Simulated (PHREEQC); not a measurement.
Model water analysis in mmol/kgw, 25 °C, pH 2.6, pe 12.3:

| constituent | mmol/kgw |
|---|---|
| Na | 16.1 |
| K | 9.58 |
| Ca | 19.2 |
| Mg | 3.33 |
| Cl | 15.3 |
| S(6) | 29.6 |
| Pb | 1.83 |
| Sr | 0.0954 |

Na is adjusted to close the charge balance.
Valence states are taken as typed.

Model: ion-association model, phreeqc.dat, run in PHREEQC.

### Question
The ionic strength comes out as 0.0871 mol/kgw. What activity coefficients do Mg+2, PbCl+, H+, Pb(SO4)2-2, Na+ get?

### Answer
Mg+2 0.42, PbCl+ 0.79, H+ 0.83, Pb(SO4)2-2 0.39, Na+ 0.79.

This is a speciation only: nothing precipitates in the calculation. Saturation is exceeded, for instance for Anglesite, Gypsum; the values hold only as long as no solid forms. Species that the database lacks are ignored.
